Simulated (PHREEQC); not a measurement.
Dissolve 97 mmol/kgw RbOH and 4.1 mmol/kgw LiNO3 at 34 °C. Closed to the air; pH follows from the charge balance.

The numbers come from PHREEQC with the ion-association model, wateq4f.dat.

No solid was allowed to form.

Task: Estimate the pH.

Result: pH 12.59.
